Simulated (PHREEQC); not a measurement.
PHREEQC input (ion-association model, wateq4f.dat):

```
SOLUTION_MASTER_SPECIES
  An  An-  0  An  62.0  # stands for a non-complexing anion
SOLUTION_SPECIES
  An- = An-
    -log_k 0
    -gamma 3.0 0
PHASES
  Fix_H+
    H+ = H+
    -log_k 0
SOLUTION 1
  temp 25
  units mmol/kgw
  pH 7 charge
  F 0.00015
  Na 100
  An 100
END
SELECTED_OUTPUT 1
  -reset false
  -pH true
  -pe true
  -ionic_strength true
  -water true
  -totals F Na
  -molalities Hfo_wOH Hfo_wOH2+ Hfo_wO- Hfo_sOH Hfo_sOH2+ Hfo_sO- Hfo_wF Hfo_wOHF-
USER_PUNCH 1
  -headings sigma psi
  10 PUNCH EDL("sigma", "Hfo"), EDL("psi", "Hfo")
PRINT
  -reset false
USE solution 1
SURFACE 1
  Hfo_wOH 2.92135e-05 600 0.013
  Hfo_sOH 7.30337e-07
EQUILIBRIUM_PHASES 1
  Fix_H+ -4 HAn 10
    -force_equality true
  O2(g) -0.68 10
END
# ... the last block is repeated for the other 12 points of pH, with NaOH or the acid as the point needs
```

Selected output (columns that matter, 13 of 13 rows; pH added in front):

```
pH	mu	F	Na	m_Hfo_wOH	m_Hfo_wOH2+	m_Hfo_wO-	m_Hfo_sOH	m_Hfo_sOH2+	m_Hfo_sO-	m_Hfo_wF	m_Hfo_wOHF-	sigma	psi
4	0.10013	1.292e-07	0.1	3.8909e-06	2.5288e-05	1.3715e-08	9.7342e-08	6.3265e-07	3.4311e-10	1.6811e-08	3.9925e-09	0.32044	0.14654
4.67	0.10004	1.3407e-07	0.1	9.0472e-06	2.0057e-05	9.349e-08	2.263e-07	5.017e-07	2.3385e-09	9.3928e-09	6.5398e-09	0.25306	0.13454
5.33	0.10001	1.4089e-07	0.1	1.4568e-05	1.4297e-05	3.4005e-07	3.643e-07	3.5753e-07	8.5038e-09	3.5397e-09	5.5672e-09	0.17691	0.11643
6	0.10001	1.4594e-07	0.1	1.8751e-05	9.6211e-06	8.372e-07	4.6884e-07	2.4056e-07	2.0933e-08	1.013e-09	3.0474e-09	0.11135	0.093455
6.67	0.1	1.4851e-07	0.1	2.1114e-05	6.5346e-06	1.5629e-06	5.2789e-07	1.6337e-07	3.9075e-08	2.4838e-10	1.2388e-09	0.063027	0.066808
7.33	0.1	1.4953e-07	0.1	2.2124e-05	4.7059e-06	2.3828e-06	5.5312e-07	1.1765e-07	5.9572e-08	5.7339e-11	4.1609e-10	0.029452	0.0374
8	0.1	1.4987e-07	0.1	2.242e-05	3.5495e-06	3.2441e-06	5.605e-07	8.8738e-08	8.1103e-08	1.2451e-11	1.2139e-10	0.003871	0.0053515
8.67	0.10001	1.4996e-07	0.10001	2.2279e-05	2.6611e-06	4.2731e-06	5.5698e-07	6.6527e-08	1.0683e-07	2.6471e-12	3.4208e-11	-0.020441	-0.027044
9.33	0.10003	1.4999e-07	0.10003	2.1565e-05	1.8315e-06	5.8169e-06	5.3913e-07	4.5788e-08	1.4542e-07	5.6063e-13	1.0189e-11	-0.050536	-0.057326
10	0.10014	1.5e-07	0.10014	1.9716e-05	1.0547e-06	8.443e-06	4.929e-07	2.6368e-08	2.1107e-07	1.0957e-13	3.1616e-12	-0.093685	-0.085085
10.67	0.10062	1.5e-07	0.10063	1.6135e-05	4.7313e-07	1.2605e-05	4.0337e-07	1.1828e-08	3.1513e-07	1.9161e-14	1.0086e-12	-0.15384	-0.10927
11.33	0.10282	1.5e-07	0.10283	1.0868e-05	1.4871e-07	1.8197e-05	2.717e-07	3.7176e-09	4.5491e-07	2.8161e-15	3.1765e-13	-0.22885	-0.12873
12	0.11327	1.5e-07	0.11329	5.0008e-06	2.3684e-08	2.4189e-05	1.2502e-07	5.921e-10	6.0473e-07	2.7368e-16	8.9157e-14	-0.30642	-0.14111
```
